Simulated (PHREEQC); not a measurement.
1 kg of water holding 0.16 mol/kgw MgCl2 and 0.072 mol/kgw KCl meets 20 L of dry gas (CH4 1 by moles) at fixed total pressure, at 60 °C; fugacities by Peng-Robinson. The gases take part in no redox reaction, some water evaporates into the gas, and hydrates or a liquid gas phase aren't modelled. Precipitation was switched off in this run.

Model: ion-association model, phreeqc.dat, run in PHREEQC.

```
P (atm)  dissolved CH4 (mol/kgw)  φ of CH4
-------  -----------------------  --------
2                        0.00162     0.997
5                        0.00427       [?]
10                       0.00859     0.985
20                        0.0169       [?]
30                        0.0248       [?]
40                        0.0322       [?]
50                        0.0393     0.930
75                        0.0555     0.901
100                       0.0698     0.874
150                       0.0940     0.832
200                        0.114     0.802
300                        0.146     0.770
400                        0.171     0.763
```

Question: Fill in the missing entries.

Answer: 
- 5, φ of CH4: 0.992
- 20, φ of CH4: 0.970
- 30, φ of CH4: 0.956
- 40, φ of CH4: 0.943

Complexes and solids missing from the database can't appear. Away from 25 °C the constants follow the database's enthalpies or fits; those with neither stay at their 25 °C values.
